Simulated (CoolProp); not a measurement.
Vapour-liquid equilibrium of o-xylene (1) + n-undecane (2) at 307.6 K; x and y are mole fractions of (1).

Model: multi-fluid Helmholtz-energy mixture model, Zhou 2012 and Aleksandrov 2011; pair parameters Bell 2016, in CoolProp.

```json
[
 {"x": "0.05", "bubble pressure (MPa)": "0.0001846", "y at the bubble point": "0.405", "dew pressure at overall composition x (MPa)": "0.0001211", "liquid density (mol/L)": "4.776"},
 {"x": "0.15", "bubble pressure (MPa)": "0.0003275", "y at the bubble point": "0.701", "dew pressure at overall composition x (MPa)": "0.0001341", "liquid density (mol/L)": "5.012"},
 {"x": "0.25", "bubble pressure (MPa)": "0.0004735", "y at the bubble point": "0.818", "dew pressure at overall composition x (MPa)": "0.0001502", "liquid density (mol/L)": "5.267"},
 {"x": "0.35", "bubble pressure (MPa)": "0.0006195", "y at the bubble point": "0.879", "dew pressure at overall composition x (MPa)": "0.0001706", "liquid density (mol/L)": "5.545"},
 {"x": "0.45", "bubble pressure (MPa)": "0.0007638", "y at the bubble point": "0.917", "dew pressure at overall composition x (MPa)": "0.0001976", "liquid density (mol/L)": "5.849"},
 {"x": "0.55", "bubble pressure (MPa)": "0.0009057", "y at the bubble point": "0.943", "dew pressure at overall composition x (MPa)": "0.0002347", "liquid density (mol/L)": "6.181"},
 {"x": "0.65", "bubble pressure (MPa)": "0.001045", "y at the bubble point": "0.961", "dew pressure at overall composition x (MPa)": "0.0002890", "liquid density (mol/L)": "6.547"},
 {"x": "0.75", "bubble pressure (MPa)": "0.001184", "y at the bubble point": "0.975", "dew pressure at overall composition x (MPa)": "0.0003763", "liquid density (mol/L)": "6.952"},
 {"x": "0.85", "bubble pressure (MPa)": "0.001322", "y at the bubble point": "0.986", "dew pressure at overall composition x (MPa)": "0.0005400", "liquid density (mol/L)": "7.401"},
 {"x": "0.95", "bubble pressure (MPa)": "0.001461", "y at the bubble point": "0.996", "dew pressure at overall composition x (MPa)": "0.0009567", "liquid density (mol/L)": "7.902"}
]
```

No azeotrope shows between x = 0.05 and 0.95.

Pair parameters are fitted to limited data, so mixtures are less certain than the pure fluids. The gap from Raoult's law changes sign with composition, which may be real or a fault of the pair parameters; it wasn't checked against measurements.
